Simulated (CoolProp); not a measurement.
200 sccm (0 °C, 1 atm) of nitrogen bubbles through liquid n-nonane at 319.4 K and leaves saturated at a total pressure of 0.0151 MPa (ideal gas phase). Each further row changes one setting.

Computed with CoolProp (reference Helmholtz-energy equation of state, Lemmon 2006). It is a short technical equation, of lower accuracy than the large ones.

| case | vapour pressure (kPa) | mole fraction of vapour | delivery (mg/min) | delivery (sccm) | change of delivery for a bath 1 K warmer (%) |
|---|---|---|---|---|---|
| as stated | 1.99 | 0.132 | 173 | 30.3 | 6.3 |
| bath temperature 324.4 K | 2.58 | 0.171 | 236 | 41.2 | 6.4 |
| total pressure 0.0302 MPa | 1.99 | 0.0658 | 80.6 | 14.1 | 5.8 |
